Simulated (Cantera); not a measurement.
# Gas activation for diamond growth

An isothermal, constant-pressure homogeneous reactor starts with 3.26 % CH4, 95.9 % H2, 0.825 % H, at 2025 K and 180 Torr.

Computed with Cantera and GRI-Mech 3.0 (53 species, 325 reactions). GRI-Mech 3.0 stops at C3 and has no aromatics, soot or wall deposition, so with more carbon than oxygen in the feed, carbon stays in small species such as C2H2 where larger ones or solid carbon would form.

| t (s) | x CH4 | x H2 | x H | x C2H | x CH3 | x C2H6 |
|---|---|---|---|---|---|---|
| 2.00e-6 | 0.0298 | 0.962 | 0.00540 | 1.56e-11 | 0.00280 | 3.21e-6 |
| 7.10e-6 | 0.0294 | 0.962 | 0.00507 | 5.97e-10 | 0.00302 | 1.16e-5 |
| 2.52e-5 | 0.0292 | 0.963 | 0.00486 | 8.43e-9 | 0.00287 | 1.28e-5 |
| 8.93e-5 | 0.0286 | 0.964 | 0.00432 | 4.95e-8 | 0.00250 | 1.06e-5 |
| 0.000317 | 0.0266 | 0.966 | 0.00367 | 1.40e-7 | 0.00197 | 7.43e-6 |
| 0.00112 | 0.0215 | 0.969 | 0.00354 | 3.39e-7 | 0.00153 | 4.60e-6 |
| 0.00399 | 0.0125 | 0.974 | 0.00366 | 7.08e-7 | 0.000922 | 1.63e-6 |
| 0.0141 | 0.00481 | 0.978 | 0.00381 | 1.05e-6 | 0.000367 | 2.52e-7 |
| 0.0502 | 0.00148 | 0.979 | 0.00389 | 1.21e-6 | 0.000115 | 2.49e-8 |
| 0.178 | 0.000520 | 0.980 | 0.00391 | 1.26e-6 | 4.07e-5 | 3.68e-9 |
| 0.631 | 0.000383 | 0.980 | 0.00392 | 1.27e-6 | 3.01e-5 | 2.30e-9 |
| 2.24 | 0.000382 | 0.980 | 0.00392 | 1.27e-6 | 3.00e-5 | 2.29e-9 |
| 7.95 | 0.000382 | 0.980 | 0.00392 | 1.27e-6 | 3.00e-5 | 2.29e-9 |
| 28.2 | 0.000382 | 0.980 | 0.00392 | 1.27e-6 | 3.00e-5 | 2.29e-9 |
| 100 | 0.000382 | 0.980 | 0.00392 | 1.27e-6 | 3.00e-5 | 2.29e-9 |
x: mole fraction; the columns are a selection and need not sum to one.

Equilibrium at this temperature and pressure: CH4 0.000382, H2 0.980, H 0.00392, C2H 1.27e-6, CH3 3.00e-5, C2H6 2.29e-9 (gas phase only).
